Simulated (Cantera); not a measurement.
Charge: 1 mol SiO2, 0.52 mol CO, 0.66 mol H2, at 50000 Pa.

Method: chemical equilibrium by Gibbs-energy minimisation in Cantera with the NASA 1993 tables (ideal gas, pure condensed phases). Candidate condensed phases: C, C6H6, C7H8, C8H18, H2O, Si, SiC, SiO2; 123 gas species. The tables hold silica as quartz up to 1696 K and as liquid above; real silica turns to tridymite and cristobalite and melts near 1996 K. Rates play no part.

Question: Which condensed phases are stable at each of these points (T (K)): 1573, 1623, 1673, 1723, 1773, 1823, 1873, 1923, 1973?

Answer: 
```json
[
 {"T (K)": "1573", "condensed phases": "SiO2(β-quartz)", "Si condensed (%)": "100.0"},
 {"T (K)": "1623", "condensed phases": "SiO2(β-quartz)", "Si condensed (%)": "100.0"},
 {"T (K)": "1673", "condensed phases": "SiO2(β-quartz)", "Si condensed (%)": "99.9"},
 {"T (K)": "1723", "condensed phases": "SiO2(condensed)", "Si condensed (%)": "99.9"},
 {"T (K)": "1773", "condensed phases": "SiO2(condensed)", "Si condensed (%)": "99.8"},
 {"T (K)": "1823", "condensed phases": "SiO2(condensed)", "Si condensed (%)": "99.7"},
 {"T (K)": "1873", "condensed phases": "SiO2(condensed)", "Si condensed (%)": "99.6"},
 {"T (K)": "1923", "condensed phases": "SiO2(condensed)", "Si condensed (%)": "99.4"},
 {"T (K)": "1973", "condensed phases": "SiO2(condensed)", "Si condensed (%)": "99.1"}
]
```

From 1573 K to 1673 K the condensed part is SiO2(β-quartz). From 1723 K to 1973 K the condensed part is SiO2(condensed).
